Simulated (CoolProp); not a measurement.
Vapour-liquid equilibrium of R22 (1) + R11 (2) at 21.25 °C; x and y are mole fractions of (1).

The numbers come from the multi-fluid Helmholtz-energy mixture model, Kamei 1995 and Jacobsen 1992; pair parameters Bell 2016 in CoolProp.

```
x     bubble pressure, mixture model (MPa)  bubble pressure, Raoult's law (MPa)  y, mixture model  y, Raoult's law
----  ------------------------------------  -----------------------------------  ----------------  ---------------
0.05                                0.1560                               0.1353             0.421            0.348
0.2                                 0.3164                               0.2627             0.741            0.717
0.35                                0.4460                               0.3901             0.837            0.845
0.5                                 0.5588                               0.5175             0.888            0.910
0.65                                0.6659                               0.6449             0.926            0.950
0.8                                 0.7763                               0.7723             0.958            0.976
0.95                                0.8979                               0.8998             0.989            0.995
```

The largest gap from Raoult's law is +20.4 % in bubble pressure, at x = 0.2. No azeotrope shows between x = 0.05 and 0.95.

Pair parameters are fitted to limited data, so mixtures are less certain than the pure fluids.
